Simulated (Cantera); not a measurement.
Boron, boron nitride and boron oxide: B₂O₃ + N₂ + H₂

Charge: 1 mol B₂O₃, 1 mol N₂, 4.6 mol H₂, at 750 Torr.

These are equilibrium values from Cantera (NASA tables, ideal gas, pure condensed phases), not measurements of a reactor. Candidate condensed phases: B, BN, B₂O₃, B₃O₃H₃, H₂O; 39 gas species. Mutual solubility and eutectic melting of coexisting phases are not modelled. The numbers say what is thermodynamically allowed, not how fast it happens.

At 1627 °C the condensed part is BN(s) + B₂O₃(l). From 1702 °C to 1777 °C the condensed part is B₂O₃(l). From 1852 °C to 2077 °C nothing is condensed. The main B-bearing gas is B₂O₃ throughout.

```json
[
 {"T (°C)": "1627", "x H₂": "0.768", "x N₂": "0.172", "x B₂O₃": "0.0127", "x HBO₂": "0.0202", "x HBO": "0.0211", "x H₂O": "0.00284", "x B₂O₂": "0.00185", "x BO": "0.000306", "n BN(s)": "0.00129", "n B₂O₃(l)": "0.793"},
 {"T (°C)": "1702", "x H₂": "0.725", "x N₂": "0.166", "x B₂O₃": "0.0311", "x HBO₂": "0.0346", "x HBO": "0.0330", "x H₂O": "0.00388", "x B₂O₂": "0.00424", "x BO": "0.000788", "n BN(s)": "0", "n B₂O₃(l)": "0.581"},
 {"T (°C)": "1777", "x H₂": "0.653", "x N₂": "0.155", "x B₂O₃": "0.0707", "x HBO₂": "0.0567", "x HBO": "0.0475", "x H₂O": "0.00513", "x B₂O₂": "0.00875", "x BO": "0.00185", "n BN(s)": "0", "n B₂O₃(l)": "0.142"},
 {"T (°C)": "1852", "x H₂": "0.629", "x N₂": "0.151", "x B₂O₃": "0.0809", "x HBO₂": "0.0638", "x HBO": "0.0529", "x H₂O": "0.00633", "x B₂O₂": "0.0102", "x BO": "0.00314", "n BN(s)": "0", "n B₂O₃(l)": "0"},
 {"T (°C)": "1927", "x H₂": "0.623", "x N₂": "0.151", "x B₂O₃": "0.0777", "x HBO₂": "0.0654", "x HBO": "0.0555", "x H₂O": "0.00767", "x B₂O₂": "0.0102", "x BO": "0.00481", "n BN(s)": "0", "n B₂O₃(l)": "0"},
 {"T (°C)": "2002", "x H₂": "0.617", "x N₂": "0.150", "x B₂O₃": "0.0744", "x HBO₂": "0.0667", "x HBO": "0.0577", "x H₂O": "0.00918", "x B₂O₂": "0.0102", "x BO": "0.00712", "n BN(s)": "0", "n B₂O₃(l)": "0"},
 {"T (°C)": "2077", "x H₂": "0.611", "x N₂": "0.150", "x B₂O₃": "0.0710", "x HBO₂": "0.0678", "x HBO": "0.0594", "x H₂O": "0.0109", "x B₂O₂": "0.0101", "x BO": "0.0102", "n BN(s)": "0", "n B₂O₃(l)": "0"}
]
```
x: gas mole fraction; n: condensed amount in mol.
